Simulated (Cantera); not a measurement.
A closed system holds: 1 mol BCl₃, 15 mol H₂, 1.9 mol NH₃, held at 0.620 bar.

Cantera equilibrium calculation (NASA polynomials, part measured and part estimated; ideal gas, pure solids and liquids). Candidate condensed phases: B, BN, NH₄Cl; 21 gas species. The numbers say what is thermodynamically allowed, not how fast it happens. All values below are at 902 °C.

Base state: H₂ 0.826, HCl 0.152, N₂ 0.0227, NH₃ 1.51e-5 (mole fractions); condensed: BN(s).

What changes in the equilibrium state with this change: BCl₃ replaced by B?


| species | before | after |
|---|---|---|
| H₂ | 0.826 | 0.975 |
| N₂ | 0.0227 | 0.0246 |
| NH₃ | 1.51e-5 | 2.02e-5 |
| HCl | 0.152 | 0 |
| BN(s), mol | 1.000 | 1.00 |
